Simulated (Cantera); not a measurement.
A closed system holds: 1 mol Al(CH₃)₃, 21 mol N₂O, 49 mol N₂, held at 0.970 bar.

Method: chemical equilibrium by Gibbs-energy minimisation in Cantera with the NASA 1993 tables (ideal gas, pure condensed phases). Candidate condensed phases: Al, AlN, Al₂O₃, C, C₆H₆, C₇H₈, C₈H₁₈, H₂O; 148 gas species. The feed counts by its element totals alone. Kinetics and transport are ignored. All values below are at 1223 K.

Base state: N₂ 0.854, H₂O 0.0549, O₂ 0.0548, CO₂ 0.0366, NO 0.000124 (mole fractions); condensed: Al₂O₃(s).

**Question.** What changes in the equilibrium state with this change: N₂O from 21 to 3.7 mol?

**Answer.** 
```
species             before    after
----------------  --------  -------
N₂                   0.854    0.887
H₂                 4.84e-9   0.0755
CO                 4.71e-9   0.0370
H₂O                 0.0549  5.44e-5
O₂                  0.0548    <1e-9
CO₂                 0.0366  1.82e-5
NO                0.000124    <1e-9
CH₄                  <1e-9  7.38e-5
Al₂O₃(s), mol        0.500    0.500
C(graphite), mol         0    0.798
```
